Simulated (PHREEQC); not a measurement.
PHREEQC input (ion-association model, phreeqc.dat):

```
SOLUTION 0
  temp 25
  units mmol/kgw
  pH 7 charge
  Cl 40.7
  Mn(2) 20
  K 0.69
SOLUTION 1-40
  temp 25
  units mmol/kgw
  pH 7 charge
  Cl 69.21
  Cd 5.1
  K 59
END
EXCHANGE 1-40
  X 0.019
  -equilibrate 1
END
SELECTED_OUTPUT 1
  -reset false
  -pH true
  -pe true
  -ionic_strength true
  -water true
  -step true
  -totals Cd Cl K Mn Mn(2) Mn(3)
  -molalities CdX2 MnX2 KX
  -saturation_indices Pyrochroite Sylvite Cd(OH)2
PRINT
  -reset false
TRANSPORT
  -cells 40
  -shifts 120
  -lengths 0.025
  -time_step 720
  -dispersivities 0.08
  -boundary_conditions flux flux
  -correct_disp true
  -punch_cells 40
  -punch_frequency 4
END
```

Selected output (columns that matter, 16 of 31 rows; pore volumes added in front):

```
pore volumes	pH	mu	Cd	Cl	K	Mn	m_CdX2	m_MnX2	m_KX	si_Pyrochroite	si_Sylvite	si_Cd(OH)2
0	5.0688	0.066067	0.0051	0.06921	0.059	0	0.00073891	0	0.017522	-1000	-3.5171	-6.7882
0.2125	5.0688	0.066067	0.0051	0.06921	0.059	3.2465e-09	0.00073891	8.8802e-10	0.017522	-13.95	-3.5171	-6.7882
0.4125	5.0687	0.065742	0.0050336	0.068805	0.058657	3.5178e-05	0.00073875	9.718e-06	0.017503	-9.9141	-3.5216	-6.7918
0.6125	5.0685	0.063157	0.004484	0.065335	0.055144	0.00060619	0.00073817	0.00018278	0.017158	-8.672	-3.5661	-6.824
0.8125	5.0679	0.058749	0.0035147	0.058876	0.047378	0.0022292	0.00072368	0.00079441	0.015964	-8.0957	-3.6688	-6.8937
1.0125	5.0674	0.055017	0.002577	0.052453	0.037961	0.0046638	0.00066297	0.001946	0.013782	-7.7648	-3.8077	-6.9892
1.2125	5.0673	0.053151	0.0018387	0.047674	0.028924	0.0075313	0.00055095	0.0034593	0.010979	-7.5498	-3.9628	-7.104
1.4125	5.0677	0.052923	0.0012848	0.044617	0.021149	0.010444	0.00041803	0.0049958	0.0081723	-7.4044	-4.1259	-7.2381
1.6125	5.0682	0.053601	0.00087647	0.042823	0.014963	0.013048	0.00029622	0.0063032	0.0058011	-7.3066	-4.294	-7.391
1.8125	5.0687	0.05457	0.00058375	0.041823	0.010349	0.015148	0.00020031	0.0072982	0.004003	-7.2418	-4.4651	-7.5599
2.0125	5.0692	0.055491	0.00038074	0.041285	0.0070766	0.016718	0.00013127	0.0080052	0.0027271	-7.1994	-4.6366	-7.7414
2.2125	5.0695	0.056237	0.00024417	0.041001	0.0048401	0.017831	8.4221e-05	0.0084863	0.0018589	-7.1719	-4.8053	-7.9321
2.4125	5.0698	0.05679	0.00015455	0.040854	0.0033524	0.018591	5.3255e-05	0.0088047	0.0012841	-7.1541	-4.967	-8.1295
2.6125	5.07	0.057178	9.6855e-05	0.040778	0.0023817	0.019096	3.333e-05	0.0090114	0.00091054	-7.1428	-5.1167	-8.3319
2.8125	5.0701	0.057441	6.024e-05	0.04074	0.0017572	0.019426	2.0706e-05	0.0091438	0.00067091	-7.1356	-5.2494	-8.5378
3.0125	5.0701	0.057615	3.7253e-05	0.04072	0.0013597	0.019638	1.2794e-05	0.0092279	0.00051866	-7.131	-5.3612	-8.7464
```
